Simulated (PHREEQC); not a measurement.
0.25 g of hydrous ferric oxide (600 m²/g; 0.2 weak and 0.005 strong sites per Fe, Dzombak-Morel constants, diffuse double layer) in 1 kg of water with 0.3 mol/kgw of an inert sodium salt and 1.8e-06 mol Ag2SO4, at 25 °C; the pH is set by adding NaOH or the inert anion's acid. Oxygen is held at 0.21 atm. CO2 from the air is kept out. Precipitation was switched off in this run.

Base run: PHREEQC, ion-association model, wateq4f.dat. Each further column changes one thing. The table gives Ag sorbed (%).

```json
[
 {"pH": "4", "base": "0.0", "no electrostatic term (-no_edl)": "0.0", "background salt from 0.3 to 0.03 mol/kgw": "0.1", "oxide from 0.25 to 1.2 g/kgw": "0.1"},
 {"pH": "4.67", "base": "0.2", "no electrostatic term (-no_edl)": "0.0", "background salt from 0.3 to 0.03 mol/kgw": "___", "oxide from 0.25 to 1.2 g/kgw": "0.8"},
 {"pH": "5.33", "base": "1.5", "no electrostatic term (-no_edl)": "0.0", "background salt from 0.3 to 0.03 mol/kgw": "2.9", "oxide from 0.25 to 1.2 g/kgw": "6.9"},
 {"pH": "6", "base": "9.6", "no electrostatic term (-no_edl)": "1.0", "background salt from 0.3 to 0.03 mol/kgw": "13.5", "oxide from 0.25 to 1.2 g/kgw": "34.0"},
 {"pH": "6.67", "base": "36.4", "no electrostatic term (-no_edl)": "14.7", "background salt from 0.3 to 0.03 mol/kgw": "___", "oxide from 0.25 to 1.2 g/kgw": "74.4"},
 {"pH": "7.33", "base": "72.1", "no electrostatic term (-no_edl)": "64.7", "background salt from 0.3 to 0.03 mol/kgw": "___", "oxide from 0.25 to 1.2 g/kgw": "93.5"},
 {"pH": "8", "base": "92.1", "no electrostatic term (-no_edl)": "92.1", "background salt from 0.3 to 0.03 mol/kgw": "93.1", "oxide from 0.25 to 1.2 g/kgw": "98.6"},
 {"pH": "8.67", "base": "98.1", "no electrostatic term (-no_edl)": "97.8", "background salt from 0.3 to 0.03 mol/kgw": "98.4", "oxide from 0.25 to 1.2 g/kgw": "99.7"},
 {"pH": "9.33", "base": "99.6", "no electrostatic term (-no_edl)": "98.9", "background salt from 0.3 to 0.03 mol/kgw": "99.6", "oxide from 0.25 to 1.2 g/kgw": "99.9"},
 {"pH": "10", "base": "99.9", "no electrostatic term (-no_edl)": "99.1", "background salt from 0.3 to 0.03 mol/kgw": "99.9", "oxide from 0.25 to 1.2 g/kgw": "100.0"},
 {"pH": "10.67", "base": "100.0", "no electrostatic term (-no_edl)": "99.2", "background salt from 0.3 to 0.03 mol/kgw": "100.0", "oxide from 0.25 to 1.2 g/kgw": "100.0"},
 {"pH": "11.33", "base": "100.0", "no electrostatic term (-no_edl)": "99.1", "background salt from 0.3 to 0.03 mol/kgw": "100.0", "oxide from 0.25 to 1.2 g/kgw": "100.0"},
 {"pH": "12", "base": "100.0", "no electrostatic term (-no_edl)": "98.0", "background salt from 0.3 to 0.03 mol/kgw": "100.0", "oxide from 0.25 to 1.2 g/kgw": "100.0"}
]
```

Task: Some entries are withheld; supply them.

Result: 
- 4.67, background salt from 0.3 to 0.03 mol/kgw: 0.5
- 6.67, background salt from 0.3 to 0.03 mol/kgw: 41.9
- 7.33, background salt from 0.3 to 0.03 mol/kgw: 75.3
